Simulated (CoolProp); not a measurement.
The numbers come from the reference Helmholtz-energy equation of state, Lemmon 2006 in CoolProp. It is a short technical equation, of lower accuracy than the large ones.

Problem. Give the vapour pressure (MPa), vapour density (kg/m³), enthalpy of vaporisation (kJ/kg), surface tension (mN/m) of saturated C3F8 (R218) at 182.7, 224.2 K.

Solution. 
```json
[
 {"T (K)": "182.7", "p (MPa)": "0.00371", "vapour density (kg/m³)": "0.462", "enthalpy of vaporisation (kJ/kg)": "123", "surface tension (mN/m)": "17.2"},
 {"T (K)": "224.2", "p (MPa)": "0.0564", "vapour density (kg/m³)": "5.90", "enthalpy of vaporisation (kJ/kg)": "109", "surface tension (mN/m)": "12.0"}
]
```

Surface tension comes from a separate correlation (Mulero 2012).
